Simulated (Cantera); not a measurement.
A closed system holds: 1 mol Si, a varied amount of HCl, 14 mol N₂, equilibrated at 0.0133 bar.

Method: chemical equilibrium by Gibbs-energy minimisation in Cantera with the NASA 1993 tables (ideal gas, pure condensed phases). Candidate condensed phases: NH₄Cl, Si, Si₃N₄; 28 gas species. N₂ is the only nitrogen source here; it is nearly inert below about 1500 K, so the nitride shown seldom forms there in practice. The tables' values for SiCl₃ are old estimates. Kinetics and transport are ignored.

What condenses at these points (T in K, n(HCl) in mol): (1025, 12); (1125, 12); (1125, 12); (875, 7.7); (1125, 3.3)?


| T (K) | n(HCl) in mol | condensed phases | Si condensed (%) |
|---|---|---|---|
| 1025 | 12 | gas only | 0.0 |
| 1125 | 12 | gas only | 0.0 |
| 1125 | 12 | gas only | 0.0 |
| 875 | 7.7 | Si₃N₄ | 13.4 |
| 1125 | 3.3 | Si₃N₄ | 72.8 |
